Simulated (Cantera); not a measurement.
Charge: 1 mol MgO, 0.8 mol CH₄, 1.6 mol H₂, held at 2150 °C and 0.100 bar.

These are equilibrium values from Cantera (NASA tables, ideal gas, pure condensed phases), not measurements of a reactor. The tables' values for MgH are old estimates; treat these amounts as uncertain. Equilibrium is a limit: real reactors are often held back by kinetics, nucleation or transport.

```json
[
 {"species": "H₂", "before": "0.569", "after": "0.709"},
 {"species": "CO", "before": "0.155", "after": "0.119"},
 {"species": "Mg", "before": "0.194", "after": "0.118"},
 {"species": "H₂O", "before": "0.0359", "after": "2.50e-7"},
 {"species": "H", "before": "0.0423", "after": "0.0472"},
 {"species": "C₂H₂ (acetylene)", "before": "<1e-9", "after": "0.00549"},
 {"species": "MgOH", "before": "0.00100", "after": "3.82e-9"},
 {"species": "CO₂", "before": "0.00164", "after": "7.02e-9"},
 {"species": "OH", "before": "0.000505", "after": "3.15e-9"},
 {"species": "MgO", "before": "0.000110", "after": "<1e-9"},
 {"species": "O", "before": "2.51e-5", "after": "<1e-9"},
 {"species": "C(graphite), mol", "before": "0", "after": "1.21"}
]
```
Gas species are given as mole fractions.

Task: Which change was made?
A) H₂ from 1.6 to 0.24 mol
B) temperature from 2150 °C to 2050 °C
C) CH₄ from 0.8 to 0.91 mol
D) CH₄ from 0.8 to 2.3 mol

Result: D, CH₄ from 0.8 to 2.3 mol
